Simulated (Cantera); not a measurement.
Feed: 1 mol LiOH, 0.14 mol H2O, equilibrated at 2.10 mbar.

These are equilibrium values from Cantera (NASA tables, ideal gas, pure condensed phases), not measurements of a reactor. Candidate condensed phases: H2O, Li, LiH, LiOH, Li2O; 17 gas species. The numbers say what is thermodynamically allowed, not how fast it happens. All values below are at 1200 °C.

Base state: H2O 0.597, LiOH 0.400, H2 0.000799, Li2(OH)2 0.000605, Li2O 0.000539, O2 0.000457, Li 0.000381, OH 0.000152 (mole fractions); condensed: Li2O(s).

**Question.** What changes in the equilibrium state with this change: LiOH replaced by MgCO3?

**Answer.** 
```
species         before    after
------------  --------  -------
CO2                  0    0.874
H2O              0.597    0.123
CO                   0  0.00195
LiOH             0.400        0
Li2(OH)2      0.000605        0
Li2O          0.000539        0
Li2O(s), mol     0.339        0
MgO(s), mol          0     1.00
```
Further candidate phases: C, C6H6, C7H8, C8H18, Mg, MgCO3, MgO, Mg(OH)2.
